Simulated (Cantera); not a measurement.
Cantera run:

```python
import numpy as np
import cantera as ct

gas_names = """
    B BF BF2 BF3 BH BHF2 BH2 BH3 BO BOF BOF2 BO2 B2 B2O B2O2 B2O3 B3O3F3 B3O3H3 F FO FO2 F2 F2O H HBO
    HBO2 HF HOF HO2 H2 H2F2 H2O H2O2 H3B3O6 H3F3 H4F4 H5F5 H6F6 H7F7 O OH O2 O3
""".split()
cond_names = """
    B(b) B(L) B2O3(L) B3O3H3(cr) H2O(s) H2O(L)
""".split()


# ... load() reads the species with a 1 bar reference pressure and builds the phases ...
atoms = {
    'BF3': {'B': 1, 'F': 3},
    'O2': {'O': 2},
    'H2': {'H': 2},
}
top_T = {}  # K; cautious upper limits of use, not melting points


# ... equilibrate(T, P, feed) seeds the gas with the atoms and calls Mixture.equilibrate('TP', solver="vcs", rtol=1e-11, max_steps=5000) ...
results = []
feed = {'BF3': 1, 'O2': 0.94, 'H2': 75}  # mol
T = 750  # K
P = 49000  # Pa
mix = equilibrate(T, P, feed)
results.append((T, P, feed, dict(zip(mix.species_names, mix.species_moles))))
print(gas.report(threshold=1e-06))
for i in range(1, mix.n_phases):
    print(f"{mix.phase(i).name:16s} {mix.phase_moles(i):12.5e} mol")
```

It prints:

```
       temperature   750 K
          pressure   49000 Pa
           density   0.025715 kg/m^3
  mean mol. weight   3.2726 kg/kmol
   phase of matter   gas

                          1 kg             1 kmol
                     ---------------   ---------------
          enthalpy       -2.2174e+06       -7.2565e+06  J
   internal energy       -4.1229e+06       -1.3492e+07  J
           entropy             51583        1.6881e+05  J/K
    Gibbs function       -4.0904e+07       -1.3386e+08  J
 heat capacity c_p            9235.9             30225  J/K
 heat capacity c_v            6695.3             21911  J/K

                      mass frac. Y      mole frac. X     chem. pot. / RT
                     ---------------   ---------------   ---------------
               BF3            0.2156          0.010406           -220.23
            B3O3F3          0.025483        0.00060686           -433.91
                HF          0.039118         0.0063988           -71.496
                H2           0.59214           0.96122           -17.594
               H2O           0.11605          0.021081           -67.395
            H3B3O6          0.011603        0.00028886            -421.6
     [  +37 minor]        1.0941e-06        7.3604e-08

B(b)              0.00000e+00 mol
B2O3(L)           2.00062e-03 mol
B3O3H3(cr)        0.00000e+00 mol
```

Equilibrium computed with Cantera from the NASA thermochemical tables; the gas is ideal and each condensed phase is pure. Gases not in the tables: H3BO3.
